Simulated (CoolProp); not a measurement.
The numbers come from the reference Helmholtz-energy equation of state, Lemmon 2013 in CoolProp.

Task: For propylene, give the phase and the speed of sound (m/s), viscosity (µPa s), conductivity (mW/(m K)) at 22.55 °C and 9.94 bar; 194.15 °C and 9.94 bar; 297.15 °C and 9.94 bar.

Result: 
- 22.55 °C and 9.94 bar: gas; speed of sound 225, viscosity 8.71, conductivity 18.0
- 194.15 °C and 9.94 bar: gas; speed of sound 311, viscosity 13.5, conductivity 39.6
- 297.15 °C and 9.94 bar: gas; speed of sound 346, viscosity 16.1, conductivity 55.0

Viscosity comes from a separate model (Huber 2003), an estimate that may be off by 10 % or more. Thermal conductivity comes from a separate model (Huber 2003), an estimate that may be off by 10 % or more.
